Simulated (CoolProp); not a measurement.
Vapour-liquid equilibrium of propane (1) + isobutane (2) at 0.0569 MPa; x and y are mole fractions of (1).

Computed with CoolProp (multi-fluid Helmholtz-energy mixture model, Lemmon 2009 and Bücker 2006; pair parameters Kunz 2012).

| x | bubble temperature, mixture model (°C) | bubble temperature, Raoult's law (°C) | y, mixture model | y, Raoult's law |
|---|---|---|---|---|
| 0.05 | -28.3 | -28.3 | ? | 0.158 |
| 0.125 | -31.8 | -31.9 | 0.334 | 0.343 |
| 0.2 | -34.8 | -35.0 | ? | 0.482 |
| 0.275 | -37.5 | -37.8 | 0.578 | 0.591 |
| 0.35 | -40.0 | -40.2 | ? | 0.676 |
| 0.425 | ? | -42.5 | 0.733 | 0.745 |
| 0.5 | -44.2 | -44.5 | 0.791 | 0.800 |
| 0.575 | -46.0 | -46.3 | 0.839 | 0.846 |
| 0.65 | -47.8 | -48.0 | ? | 0.885 |
| 0.725 | -49.4 | -49.6 | 0.914 | 0.917 |
| 0.8 | -50.9 | -51.0 | ? | 0.944 |
| 0.875 | -52.3 | -52.4 | 0.967 | 0.968 |
| 0.95 | -53.6 | -53.6 | 0.988 | 0.988 |

### Question
What belongs in the gaps?

### Answer

- 0.05, y, mixture model: 0.154
- 0.2, y, mixture model: 0.471
- 0.35, y, mixture model: 0.663
- 0.425, bubble temperature, mixture model (°C): -42.2
- 0.65, y, mixture model: 0.879
- 0.8, y, mixture model: 0.943

The largest gap from Raoult's law is +0.3 K in bubble temperature, at x = 0.5. No azeotrope shows between x = 0.05 and 0.95.

Pair parameters are fitted to limited data, so mixtures are less certain than the pure fluids.
